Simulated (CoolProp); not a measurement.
Octamethylcyclotetrasiloxane (D4) at 390.99 K and 0.00947 MPa is compressed adiabatically to 0.0409 MPa with isentropic efficiency 0.7. Each further row changes one setting.

The numbers come from the reference Helmholtz-energy equation of state, Thol 2015 in CoolProp.

```csv
case,work (kJ/kg),final phase,final density (kg/m³)
as stated,(withheld),(withheld),(withheld)
efficiency 1,15.5,(withheld),(withheld)
efficiency 0.65,(withheld),"two-phase, vapour fraction 0.898",4.06
```

**Question.** Fill in the missing entries.

**Answer.** 
- as stated, work (kJ/kg): 22.1
- as stated, final phase: two-phase, vapour fraction 0.886
- as stated, final density (kg/m³): 4.12
- efficiency 1, final phase: two-phase, vapour fraction 0.839
- efficiency 1, final density (kg/m³): 4.34
- efficiency 0.65, work (kJ/kg): 23.8
